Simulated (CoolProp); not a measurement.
Vapour-liquid equilibrium of R152A (1) + isobutene (2) at -68.75 °C; x and y are mole fractions of (1).

Computed with CoolProp (multi-fluid Helmholtz-energy mixture model, Outcalt 1996 and Lemmon 2005; pair parameters Bell 2016).

```tsv
x	bubble pressure, mixture model (kPa)	bubble pressure, Raoult's law (kPa)	y, mixture model	y, Raoult's law
0.05	5.318	4.010	0.321	0.104
0.15	7.212	4.468	0.537	0.281
0.25	8.177	4.925	0.616	0.424
0.35	8.667	5.383	0.655	0.543
0.45	8.927	5.840	0.679	0.644
0.55	9.082	6.298	0.699	0.730
0.65	9.185	6.755	0.720	0.804
0.75	9.233	7.213	0.752	0.869
0.85	9.155	7.670	0.806	0.926
0.95	8.772	8.128	0.909	0.977
```

The largest gap from Raoult's law is +66.0 % in bubble pressure, at x = 0.25. y crosses x between x = 0.75 and 0.85: the model has an azeotrope there.

The pair parameters rest on a limited set of measurements; away from them the model extrapolates. With so large a gap from Raoult's law the liquid may split in two, which this calculation doesn't test in full.
